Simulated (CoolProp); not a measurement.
Ammonia at 477.77 K and 26.6 MPa flows at 0.053 m/s in a round tube of 12.7 mm bore and 15 µm roughness, fully developed (64/Re and Nu = 3.66 if laminar; Colebrook and Gnielinski if turbulent). Each further row changes one setting.

Values from CoolProp's reference Helmholtz-energy equation of state, Gao 2020.

```json
[
 {"case": "as stated", "Reynolds number": "(withheld)", "Darcy friction factor": "(withheld)", "pressure drop (Pa/m)": "0.983", "heat-transfer coefficient (W/(m² K))": "272", "mass flow (kg/h)": "(withheld)"},
 {"case": "velocity 0.106 m/s", "Reynolds number": "10300", "Darcy friction factor": "(withheld)", "pressure drop (Pa/m)": "3.32", "heat-transfer coefficient (W/(m² K))": "(withheld)", "mass flow (kg/h)": "11.2"},
 {"case": "diameter 25.4 mm", "Reynolds number": "10300", "Darcy friction factor": "(withheld)", "pressure drop (Pa/m)": "0.404", "heat-transfer coefficient (W/(m² K))": "256", "mass flow (kg/h)": "(withheld)"}
]
```

Problem. Fill in the missing entries.

Solution. 
- as stated, Reynolds number: 5140
- as stated, Darcy friction factor: 0.0384
- as stated, mass flow (kg/h): 5.59
- velocity 0.106 m/s, Darcy friction factor: 0.0324
- velocity 0.106 m/s, heat-transfer coefficient (W/(m² K)): 525
- diameter 25.4 mm, Darcy friction factor: 0.0316
- diameter 25.4 mm, mass flow (kg/h): 22.4

Viscosity comes from a separate model (Fenghour 1995). Thermal conductivity comes from a separate model (Tufeu 1984).
